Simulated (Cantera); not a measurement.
Stirred combustor or abatement burner

A perfectly stirred reactor is fed with 3.03 % CH4, 13.2 % O2, 78.0 % N2, 5.77 % CO2, equivalence ratio 0.46, at 56000 Pa; it is adiabatic with a 575 K inlet, and is followed from long to short residence time, starting on the burning branch (τ in s: 0.43, 0.14, 0.048, 0.016, 0.0053, 0.0018, 0.0006, 0.0002, 6.7e-05, 2.2e-05, 7.4e-06).

Detailed kinetics in Cantera: GRI-Mech 3.0 (53 species, 325 reactions).

```json
[
 {"τ (s)": "0.43", "T (K)": "1272", "x CH4": "3.67e-5", "x O2": "0.0715", "x CO2": "0.0876", "x C2H": "<1e-12", "x C2H4": "4.37e-8", "x NO": "2.72e-7", "x HCN": "2.67e-10"},
 {"τ (s)": "0.14", "T (K)": "1267", "x CH4": "7.90e-5", "x O2": "0.0718", "x CO2": "0.0871", "x C2H": "<1e-12", "x C2H4": "8.60e-8", "x NO": "1.70e-7", "x HCN": "3.03e-10"},
 {"τ (s)": "0.048", "T (K)": "1256", "x CH4": "0.000171", "x O2": "0.0725", "x CO2": "0.0859", "x C2H": "<1e-12", "x C2H4": "1.66e-7", "x NO": "1.11e-7", "x HCN": "4.86e-10"},
 {"τ (s)": "0.016", "T (K)": "575", "x CH4": "0.0303", "x O2": "0.132", "x CO2": "0.0577", "x C2H": "<1e-12", "x C2H4": "<1e-12", "x NO": "<1e-12", "x HCN": "<1e-12"},
 {"τ (s)": "0.0053", "T (K)": "575", "x CH4": "0.0303", "x O2": "0.132", "x CO2": "0.0577", "x C2H": "<1e-12", "x C2H4": "<1e-12", "x NO": "<1e-12", "x HCN": "<1e-12"},
 {"τ (s)": "0.0018", "T (K)": "575", "x CH4": "0.0303", "x O2": "0.132", "x CO2": "0.0577", "x C2H": "<1e-12", "x C2H4": "<1e-12", "x NO": "<1e-12", "x HCN": "<1e-12"},
 {"τ (s)": "0.00060", "T (K)": "575", "x CH4": "0.0303", "x O2": "0.132", "x CO2": "0.0577", "x C2H": "<1e-12", "x C2H4": "<1e-12", "x NO": "<1e-12", "x HCN": "<1e-12"},
 {"τ (s)": "0.00020", "T (K)": "575", "x CH4": "0.0303", "x O2": "0.132", "x CO2": "0.0577", "x C2H": "<1e-12", "x C2H4": "<1e-12", "x NO": "<1e-12", "x HCN": "<1e-12"},
 {"τ (s)": "6.7e-5", "T (K)": "575", "x CH4": "0.0303", "x O2": "0.132", "x CO2": "0.0577", "x C2H": "<1e-12", "x C2H4": "<1e-12", "x NO": "<1e-12", "x HCN": "<1e-12"},
 {"τ (s)": "2.2e-5", "T (K)": "575", "x CH4": "0.0303", "x O2": "0.132", "x CO2": "0.0577", "x C2H": "<1e-12", "x C2H4": "<1e-12", "x NO": "<1e-12", "x HCN": "<1e-12"},
 {"τ (s)": "7.4e-6", "T (K)": "575", "x CH4": "0.0303", "x O2": "0.132", "x CO2": "0.0577", "x C2H": "<1e-12", "x C2H4": "<1e-12", "x NO": "<1e-12", "x HCN": "<1e-12"}
]
```
x: mole fraction; the columns are a selection and need not sum to one.
